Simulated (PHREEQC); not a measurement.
# Nickel, zinc or cadmium bath: an equilibrium model

Consider water at 20 °C with 0.016 mol/kgw CdCl2, 0.00025 mol/kgw NaOH and 0.0024 mol/kgw HCl. Closed to the air; pH follows from the charge balance.

Model: ion-association model, wateq4f.dat, run in PHREEQC.

```
Item                      Result
----------------  --------------
pH                          2.73
ionic strength    0.0318 mol/kgw
total alkalinity    -2.15 meq/kg
```

```json
[
 {"species": "Cl-", "molality": "0.0248", "activity": "0.0209", "log γ": "-0.074"},
 {"species": "CdCl+", "molality": "0.00838", "activity": "0.00710", "log γ": "-0.072"},
 {"species": "Cd+2", "molality": "0.00701", "activity": "0.00362", "log γ": "-0.287"},
 {"species": "H+", "molality": "0.00215", "activity": "0.00188", "log γ": "-0.059"},
 {"species": "CdCl2", "molality": "0.000602", "activity": "0.000607", "log γ": "0.003"},
 {"species": "Na+", "molality": "0.000250", "activity": "0.000212", "log γ": "-0.071"},
 {"species": "CdCl3-", "molality": "8.74e-6", "activity": "7.41e-6", "log γ": "-0.072"},
 {"species": "CdOHCl", "molality": "1.39e-9", "activity": "1.40e-9", "log γ": "0.003"}
]
```

Precipitation was switched off in this run.
